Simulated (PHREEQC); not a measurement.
KOH is added in steps, without added water, to 1 kg of water holding 3.7 mmol/kgw HCl, 43 mmol/kgw AlCl3 and 0.033 mmol/kgw KCl, at 25 °C. Oxygen alone is held at its pressure in air (log pO2 = -0.68). CO2 from the air is kept out. No solid was allowed to form.

Base run: PHREEQC, ion-association model, wateq4f.dat. Each further column changes one thing. The table gives Al(OH)2+ (mol/kgw).

| KOH added (mol) | base | Davies equation for every ion | Debye-Hückel limiting law | metal-ligand complexes left out | all activity coefficients set to 1 |
|---|---|---|---|---|---|
| 0 | 6.04e-8 | 3.82e-8 | [?] | 6.04e-8 | 2.28e-7 |
| 0.025 | 0.00440 | [?] | 0.00557 | 0.00440 | [?] |
| 0.05833 | 0.0177 | 0.0180 | 0.0145 | 0.0177 | 0.0190 |
| 0.08333 | 0.0246 | 0.0237 | 0.0180 | 0.0246 | 0.0293 |
| 0.1167 | 0.0208 | 0.0203 | 0.0164 | 0.0208 | 0.0235 |
| 0.1417 | 0.0128 | 0.0127 | 0.0111 | 0.0128 | [?] |
| 0.175 | 0.000121 | 0.000120 | 0.000139 | 0.000121 | [?] |
| 0.2 | 5.14e-14 | [?] | 7.51e-14 | 5.14e-14 | 2.63e-14 |

**Question.** What belongs in the gaps?

**Answer.** 
- 0, Debye-Hückel limiting law: 6.57e-9
- 0.025, Davies equation for every ion: 0.00537
- 0.025, all activity coefficients set to 1: 0.00449
- 0.1417, all activity coefficients set to 1: 0.0134
- 0.175, all activity coefficients set to 1: 8.48e-5
- 0.2, Davies equation for every ion: 4.72e-14

In at least one series the solution becomes supersaturated in solids that the run did not let form, among them Gibbsite.
